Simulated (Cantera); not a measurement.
Input: 1 mol PbO, 2.6 mol N₂, held at 952 °C and 0.100 bar.

Equilibrium computed with Cantera from the NASA thermochemical tables; the gas is ideal and each condensed phase is pure. Candidate condensed phases: Pb, PbO, PbO₂, Pb₃O₄; 12 gas species. Gases not in the tables: (PbO)n polymers. Kinetics and transport are ignored.

Base state: N₂ 0.999, PbO 0.00113, Pb 0.000190, O₂ 9.20e-5 (mole fractions); condensed: PbO(l).

What changes in the equilibrium state with this change: temperature from 952 °C to 1400 °C?


```
species        before     after
-----------  --------  --------
N₂              0.999     0.701
PbO           0.00113     0.213
Pb           0.000190    0.0569
O₂            9.20e-5    0.0280
O             1.28e-9   1.77e-5
NO            5.56e-6  0.000900
PbO(l), mol     0.997         0
```

What changes in the equilibrium state with this change: PbO replaced by Pb?


```json
[
 {"species": "N₂", "before": "0.999", "after": "0.991"},
 {"species": "Pb", "before": "0.000190", "after": "0.00935"},
 {"species": "PbO", "before": "0.00113", "after": "0"},
 {"species": "O₂", "before": "9.20e-5", "after": "0"},
 {"species": "PbO(l), mol", "before": "0.997", "after": "0"},
 {"species": "Pb(l), mol", "before": "0", "after": "0.975"}
]
```
